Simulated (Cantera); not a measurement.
A freely propagating, adiabatic, planar premixed flame of 12.0 % CH4, 18.5 % O2, 69.5 % N2, equivalence ratio 1.3, unburnt at 375 K and 7.60 atm; mixture-averaged transport, grid criteria slope 0.08 and curve 0.16, no radiation.

Cantera simulation using GRI-Mech 3.0 (53 species, 325 reactions); the numbers are that mechanism's predictions, not measurements. Burning velocities carry a grid error of a few per cent, more on coarse grids.

x: mole fraction of selected species; z is measured from the peak of heat release.

```
z (mm)   T (K)  u (m/s)     x CH4      x O2    x HCN      x CO    x CH2O     x H2
-------  -----  -------  --------  --------  -------  --------  --------  -------
-0.563     376    0.128     0.120     0.185    <1e-8   9.88e-6   1.33e-7  0.00207
-0.375     381    0.130     0.119     0.184    <1e-8         …         …        …
-0.281     408    0.140     0.117     0.181  5.19e-8  0.000687   1.92e-5  0.00996
-0.188     561    0.194     0.106     0.169  5.20e-7   0.00463  0.000188   0.0177
-0.0938   1088    0.384    0.0692     0.118  3.50e-6    0.0230   0.00114   0.0275
-0.0469   1505    0.536    0.0385    0.0720  7.02e-6    0.0411   0.00119   0.0323
0         1879    0.674    0.0119    0.0266  1.28e-5    0.0581  0.000336   0.0359
0.0469    2045    0.734         …         …        …    0.0626         …   0.0377
0.0938    2092    0.750   0.00130   0.00175  2.23e-5    0.0620   2.79e-5   0.0392
0.188     2112    0.757  0.000603  0.000215  2.13e-5    0.0609   7.27e-6   0.0413
0.375     2116    0.758  0.000297   1.20e-5  1.78e-5    0.0606   2.30e-6   0.0429
0.750     2115    0.758  0.000104   1.02e-6  1.20e-5    0.0610   7.16e-7   0.0437
1.50      2115    0.758   1.30e-5   9.52e-7  5.06e-6    0.0613   9.66e-8   0.0441
```

**Question.** Complete the blanks.

**Answer.** 
- -0.375, x CO: 0.000110
- -0.375, x CH2O: 2.13e-6
- -0.375, x H2: 0.00552
- 0.0469, x CH4: 0.00304
- 0.0469, x O2: 0.00660
- 0.0469, x HCN: 1.99e-5
- 0.0469, x CH2O: 8.26e-5
